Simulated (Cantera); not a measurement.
Input: 1 mol MgSO4, 3.2 mol H2, held at 902 °C and 0.0950 bar.

Cantera equilibrium calculation (NASA polynomials, part measured and part estimated; ideal gas, pure solids and liquids). Gases not in the tables: S3 to S7. Equilibrium is a limit: real reactors are often held back by kinetics, nucleation or transport.

| species | before | after |
|---|---|---|
| H2O | 0.761 | 0.513 |
| H2 | 0.0385 | 0.277 |
| SO2 | 0.0353 | 0.105 |
| H2S | 0.0884 | 0.00949 |
| SO | 0.000103 | 0.0315 |
| S2 | 0.0759 | 0.0461 |
| Mg | <1e-9 | 0.000174 |
| OH | 1.07e-8 | 0.000783 |
| H | 7.81e-8 | 0.00388 |
| MgOH | <1e-9 | 3.07e-5 |
| Mg(OH)2 | <1e-9 | 2.98e-5 |
| MgS | <1e-9 | 1.57e-5 |
| S | 2.97e-7 | 0.00305 |
| MgO(s), mol | 1.00 | 0.999 |
Gas species are given as mole fractions.

Problem. What was changed between the two runs?
A. temperature from 902 °C to 1777 °C
B. H2 from 3.2 to 0.16 mol
C. H2 from 3.2 to 0.029 mol
D. temperature from 902 °C to 577 °C

Solution. A, temperature from 902 °C to 1777 °C
